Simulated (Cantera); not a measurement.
Charge: 1 mol AlN, a varied amount of O2, 0.46 mol H2, equilibrated at 1150 °C and 9.75 Torr.

Equilibrium computed with Cantera from the NASA thermochemical tables; the gas is ideal and each condensed phase is pure. Candidate condensed phases: Al, AlN, Al2O3, H2O; 35 gas species. Equilibrium is a limit: real reactors are often held back by kinetics, nucleation or transport.

### Question
At 0.91 mol O2, list the 4 most abundant gas species with their mole fractions, and the condensed phases.

### Answer
N2 0.521, H2O 0.333, H2 0.146, H 2.22e-5. Condensed: Al2O3(s).
